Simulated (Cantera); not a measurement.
Feed: 1 mol BF3, 7.2 mol H2, at 1550 K.

These are equilibrium values from Cantera (NASA tables, ideal gas, pure condensed phases), not measurements of a reactor. Candidate condensed phases: B; 20 gas species. The tables' values for BF2 are old estimates; treat these amounts as uncertain. Rates play no part.

x: gas mole fraction; nothing condenses.

| P (Pa) | x H2 | x BF3 | x HF | x BF2 | x BF | x BHF2 |
|---|---|---|---|---|---|---|
| 10 | 0.835 | 0.0873 | 0.0424 | 0.0199 | 0.0104 | 0.00180 |
| 32 | 0.847 | 0.0948 | [?] | 0.0163 | [?] | [?] |
| 100 | 0.854 | 0.100 | 0.0241 | 0.0128 | 0.00377 | 0.00372 |
| 320 | 0.860 | 0.104 | 0.0187 | 0.00964 | 0.00204 | 0.00502 |
| 1000 | 0.863 | 0.107 | [?] | 0.00689 | [?] | [?] |
| 3200 | 0.865 | 0.109 | 0.0131 | 0.00459 | 0.000443 | 0.00757 |
| 10000 | 0.866 | 0.110 | 0.0118 | 0.00291 | 0.000177 | 0.00850 |
| 32000 | 0.867 | 0.111 | 0.0110 | 0.00175 | 6.34e-5 | 0.00914 |
| 100000 | 0.867 | 0.111 | 0.0106 | 0.00103 | 2.20e-5 | 0.00954 |

Problem. Some entries are withheld; supply them.

Solution. 
- 32, x HF: 0.0317
- 32, x BF: 0.00639
- 32, x BHF2: 0.00265
- 1000, x HF: 0.0153
- 1000, x BF: 0.00102
- 1000, x BHF2: 0.00635
